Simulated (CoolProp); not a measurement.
Model: reference Helmholtz-energy equation of state, Lemmon 2006, in CoolProp. It is a short technical equation, of lower accuracy than the large ones.

### Question
For R142b, give the phase and the viscosity (µPa s), Prandtl number at 470 K and 5.07 bar; 470 K and 7.6 bar; 470 K and 20.3 bar.

### Answer
- 470 K and 5.07 bar: gas; viscosity 16.2, Prandtl number 0.708
- 470 K and 7.6 bar: gas; viscosity 16.3, Prandtl number 0.712
- 470 K and 20.3 bar: gas; viscosity 16.9, Prandtl number 0.743

Viscosity comes from a separate model (Huber 2003), an estimate that may be off by 10 % or more. Thermal conductivity comes from a separate model (Huber 2003), an estimate that may be off by 10 % or more.
